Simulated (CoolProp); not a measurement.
A single-stage vapour-compression cycle with propylene: evaporating at 315.15 K (dew point), condensing at 341.15 K (bubble point), superheat 10 K, subcooling 5 K, compressor efficiency 0.6, no pressure losses. Each further row changes one setting.

Model: reference Helmholtz-energy equation of state, Lemmon 2013, in CoolProp.

| case | cooling COP | pressure ratio | discharge temperature (K) | refrigerating effect (kJ/kg) | volumetric capacity (kJ/m³) |
|---|---|---|---|---|---|
| as stated | 5.78 | 1.72 | 362.9 | 257 | 8920 |
| evaporating temperature 320.15 K | 7.42 | 1.54 | 360.5 | 261 | 10200 |
| condensing temperature 336.15 K | 7.48 | 1.56 | 355.9 | 273 | 9480 |
| subcooling 10 K | 6.15 | 1.72 | 362.9 | 274 | 9500 |
| superheat 20 K | 5.83 | 1.72 | 373.0 | 278 | 9050 |
| compressor efficiency 0.5 | 4.82 | 1.72 | 366.5 | 257 | 8920 |
